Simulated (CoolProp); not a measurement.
Propylene at 466.52 K and 0.18 MPa is throttled through a valve to 0.114 MPa with no heat exchange. Each further row changes one setting.

The numbers come from the reference Helmholtz-energy equation of state, Lemmon 2013 in CoolProp.

```
case                        temperature change (K)  final density (kg/m³)
--------------------------  ----------------------  ---------------------
as stated                                     -0.3                   1.24
outlet pressure 0.0342 MPa                    -0.7                  0.372
outlet pressure 0.148 MPa                     -0.2                   1.61
```
